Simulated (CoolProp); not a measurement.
A simple Rankine cycle with vinyl chloride: condensing at 300.15 K, boiler at 2.61 MPa, turbine inlet 381.8 K, turbine efficiency 0.8, pump efficiency 0.7, no recuperator. Each further row changes one setting.

Model: reference Helmholtz-energy equation of state, Thol 2022, in CoolProp.

```tsv
case	thermal efficiency (%)	net work (kJ/kg)	heat in (kJ/kg)	turbine exit temperature (K)	volume ratio over the turbine
as stated	13.7	48.7	356	300.1	6.06
turbine inlet 401.8 K	14.1	54.1	385	310.9	5.77
condensing temperature 292.15 K	15.0	55.1	368	292.1	7.59
boiler pressure 1.83 MPa	11.8	44.4	376	311.7	4.03
turbine efficiency 0.7	11.9	42.2	356	300.1	6.19
```

The expansion ends wet for: as stated; condensing temperature 292.15 K; turbine efficiency 0.7.
